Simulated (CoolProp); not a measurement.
100 sccm (0 °C, 1 atm) of nitrogen bubbles through liquid water at 350.2 K and leaves saturated at a total pressure of 0.15 MPa (ideal gas phase). Each further row changes one setting.

Computed with CoolProp (reference Helmholtz-energy equation of state, Wagner 2002).

```csv
case,vapour pressure (kPa),mole fraction of vapour,delivery (mg/min),delivery (sccm),change of delivery for a bath 1 K warmer (%)
as stated,42.0,0.280,31.3,38.9,?
bath temperature 355.2 K,51.5,?,42.0,52.3,6.3
total pressure 0.3 MPa,42.0,?,13.1,16.3,4.9
```

### Question
Some entries are withheld; supply them.

### Answer

- as stated, change of delivery for a bath 1 K warmer (%): 5.9
- bath temperature 355.2 K, mole fraction of vapour: 0.343
- total pressure 0.3 MPa, mole fraction of vapour: 0.140
